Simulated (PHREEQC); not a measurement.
Consider water at 25 °C with 0.075 mol/kgw NaHSO4. Closed to the air; pH follows from the charge balance.

Equilibrium calculation in PHREEQC: Pitzer model, pitzer.dat.

Each row changes one thing in this solution. No solid was allowed to form.

| case | pH | ionic strength (mol/kgw) | SO4-2 (mol/kgw) | HSO4- (mol/kgw) | SI of Mirabilite (Na2SO4:10H2O) | SI of Thenardite (Na2SO4) |
|---|---|---|---|---|---|---|
| as made | 1.55 | 0.152 | 0.0388 | 0.0362 | -3.28 | -4.20 |
| NaHSO4 from 0.075 to 0.75 mol/kgw | 0.70 | 1.32 | 0.285 | 0.465 | -1.34 | -2.16 |
| diluted 2-fold with water | 1.78 | 0.0813 | 0.0219 | 0.0156 | -3.94 | -4.88 |
| NaHSO4 from 0.075 to 0.0825 mol/kgw | 1.52 | 0.166 | 0.0420 | 0.0405 | -3.19 | -4.11 |
| 0.012 mol/kgw CO2 added | 1.55 | 0.152 | 0.0387 | 0.0362 | -3.27 | -4.20 |

Complexes and solids missing from the database can't appear.
